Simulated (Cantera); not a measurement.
# Hydrocarbon pyrolysis for carbon deposition

An isothermal, constant-pressure homogeneous reactor starts with C2H6 : N2 = 1 : 1.7 (molar parts), at 2000 K and 1.00 atm.

Detailed kinetics in Cantera: GRI-Mech 3.0 (53 species, 325 reactions). GRI-Mech 3.0 stops at C3 and has no aromatics, soot or wall deposition, so with more carbon than oxygen in the feed, carbon stays in small species such as C2H2 where larger ones or solid carbon would form.

```
t (s)      x C2H6    x C2H       x H    x CH2   x H2
--------  -------  -------  --------  -------  -----
0.000300  7.92e-5  8.31e-6  0.000821  6.08e-6  0.355
0.000627  3.65e-5  8.73e-6  0.000887  4.57e-6  0.378
0.00131   1.29e-5  9.17e-6  0.000953  3.03e-6  0.398
0.00274   3.71e-6  9.53e-6   0.00100  1.78e-6  0.410
0.00573   9.91e-7  9.75e-6   0.00104  9.63e-7  0.417
0.0120    3.10e-7  9.85e-6   0.00105  5.29e-7  0.421
0.0250    1.57e-7  9.89e-6   0.00106  3.52e-7  0.422
0.0524    1.32e-7  9.90e-6   0.00106  3.13e-7  0.422
0.109     1.31e-7  9.90e-6   0.00106  3.11e-7  0.422
0.229     1.31e-7  9.90e-6   0.00106  3.11e-7  0.422
0.478     1.31e-7  9.90e-6   0.00106  3.11e-7  0.422
1.00      1.31e-7  9.89e-6   0.00106  3.11e-7  0.422
```
x: mole fraction; the columns are a selection and need not sum to one.

Equilibrium at this temperature and pressure: C2H6 8.81e-8, C2H 6.64e-6, H 0.00106, CH2 2.55e-7, H2 0.423 (gas phase only).
